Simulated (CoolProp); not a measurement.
Vapour-liquid equilibrium of ethanol (1) + n-nonane (2) at 86.65 °C; x and y are mole fractions of (1).

Computed with CoolProp (multi-fluid Helmholtz-energy mixture model, Schroeder 2014 and Lemmon 2006; pair parameters Bell 2016).

```json
[
 {"x": "0.05", "bubble pressure (kPa)": "49.18", "y at the bubble point": "?", "dew pressure at overall composition x (kPa)": "13.37", "liquid density (mol/L)": "5.364"},
 {"x": "0.2", "bubble pressure (kPa)": "106.9", "y at the bubble point": "?", "dew pressure at overall composition x (kPa)": "15.87", "liquid density (mol/L)": "?"},
 {"x": "0.35", "bubble pressure (kPa)": "124.5", "y at the bubble point": "0.911", "dew pressure at overall composition x (kPa)": "19.51", "liquid density (mol/L)": "?"},
 {"x": "0.5", "bubble pressure (kPa)": "127.7", "y at the bubble point": "0.915", "dew pressure at overall composition x (kPa)": "25.28", "liquid density (mol/L)": "7.863"},
 {"x": "0.65", "bubble pressure (kPa)": "128.3", "y at the bubble point": "0.916", "dew pressure at overall composition x (kPa)": "35.88", "liquid density (mol/L)": "?"},
 {"x": "0.8", "bubble pressure (kPa)": "?", "y at the bubble point": "0.925", "dew pressure at overall composition x (kPa)": "61.58", "liquid density (mol/L)": "11.36"},
 {"x": "0.95", "bubble pressure (kPa)": "137.2", "y at the bubble point": "0.967", "dew pressure at overall composition x (kPa)": "135.5", "liquid density (mol/L)": "14.43"}
]
```

Task: What belongs in the gaps?

Result: 
- 0.05, y at the bubble point: 0.747
- 0.2, y at the bubble point: 0.891
- 0.2, liquid density (mol/L): 5.998
- 0.35, liquid density (mol/L): 6.805
- 0.65, liquid density (mol/L): 9.306
- 0.8, bubble pressure (kPa): 131.2

No azeotrope shows between x = 0.05 and 0.95.

Pair parameters are fitted to limited data, so mixtures are less certain than the pure fluids. With so large a gap from Raoult's law the liquid may split in two, which this calculation doesn't test in full.
